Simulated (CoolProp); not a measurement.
n-perfluorohexane along the isobar 81.5 bar: Z from the reference equation and from simpler models built on Tc = 448.0 K, pc = 17.42 bar, ω = 0.497; each cubic takes its own stable root.

Model: reference Helmholtz-energy equation of state, Gao 2022, in CoolProp.

```csv
T (K),phase,reference
377,liquid,0.5887
383,liquid,0.5865
389.1,liquid,0.5846
395.2,liquid,0.5831
401.3,liquid,0.5820
407.4,liquid,0.5812
413.5,liquid,0.5808
419.6,liquid,0.5808
425.7,liquid,0.5812
431.7,liquid,0.5820
437.8,liquid,0.5833
443.9,liquid,0.5850
450,supercritical,0.5871
```

**Question.** How far does each simpler model (van der Waals, Redlich-Kwong, Soave-Redlich-Kwong, Peng-Robinson) lie from the reference over these 13 states: mean and median of the absolute difference, and the worst?

**Answer.** 
- van der Waals: mean 52.5 %, median 52.8 %, worst +58.5 % at 377 K and 81.5 bar
- Redlich-Kwong: mean 15.9 %, median 16.1 %, worst +17.1 % at 377 K and 81.5 bar
- Soave-Redlich-Kwong: mean 13.4 %, median 13.3 %, worst +14.4 % at 450 K and 81.5 bar
- Peng-Robinson: mean 1.3 %, median 1.2 %, worst +2.8 % at 450 K and 81.5 bar
